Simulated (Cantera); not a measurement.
Reactions in the system C-H-Ta

Cantera with NASA thermochemical tables; ideal gases at 1 bar, condensed phases pure. Values are per mole of reaction as written; species without (g) are pure solids or liquids, kept so even where they would boil at 1 bar. TaC: taken at fixed stoichiometry.

3 C2H2(g) + 4 Ta = 4 TaC + 2 CH3(g)

| T (K) | ΔH° (kJ) | ΔS° (J/K) | ΔG° (kJ) | log10 K |
|---|---|---|---|---|
| 2300 | -950.2 | -202.2 | -485.2 | 11.02 |
| 2350 | -949.3 | -201.8 | -475.1 | 10.56 |
| 2400 | -948.5 | -201.5 | -465.0 | 10.12 |
| 2450 | -947.7 | -201.1 | -454.9 | 9.70 |
| 2500 | -946.9 | -200.8 | -444.9 | 9.30 |
| 2550 | -946.1 | -200.5 | -434.9 | 8.91 |
| 2600 | -945.3 | -200.2 | -424.8 | 8.54 |
| 2650 | -944.6 | -199.9 | -414.8 | 8.18 |
| 2700 | -943.9 | -199.6 | -404.9 | 7.83 |
